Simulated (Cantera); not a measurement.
Input: 1 mol C, 0.2 mol H2O, held at 1750 K.

Equilibrium computed with Cantera from the NASA thermochemical tables; the gas is ideal and each condensed phase is pure. Candidate condensed phases: C, C6H6, C7H8, C8H18, H2O; 110 gas species. The ideal-gas law is rough above about 30 bar. Equilibrium is a limit: real reactors are often held back by kinetics, nucleation or transport.

x: gas mole fraction; n: condensed amount in mol.

```tsv
P (Pa)	x CO	x H2	x CH4	x H	x H2O	x CO2	x C2H4	n C(graphite)
10	0.496	0.488	2.17e-8	0.0162	(withheld)	2.50e-9	9.13e-11	0.800
100	0.499	0.496	2.25e-7	0.00518	(withheld)	2.53e-8	9.45e-10	0.800
1000	0.500	0.499	2.27e-6	0.00164	(withheld)	2.54e-7	9.55e-9	0.800
10000	0.500	0.500	2.28e-5	0.000520	(withheld)	2.54e-6	9.58e-8	0.800
100000	0.500	0.499	0.000228	0.000164	(withheld)	2.54e-5	9.58e-7	0.800
1000000	0.500	0.496	0.00225	5.18e-5	(withheld)	0.000254	9.45e-6	0.800
10000000	0.502	0.467	0.0199	1.59e-5	(withheld)	0.00256	8.37e-5	0.796
```

### Question
What belongs in the gaps?

### Answer

- 10, x H2O: 8.90e-9
- 100, x H2O: 9.10e-8
- 1000, x H2O: 9.17e-7
- 10000, x H2O: 9.19e-6
- 100000, x H2O: 9.19e-5
- 1000000, x H2O: 0.000914
- 10000000, x H2O: 0.00862
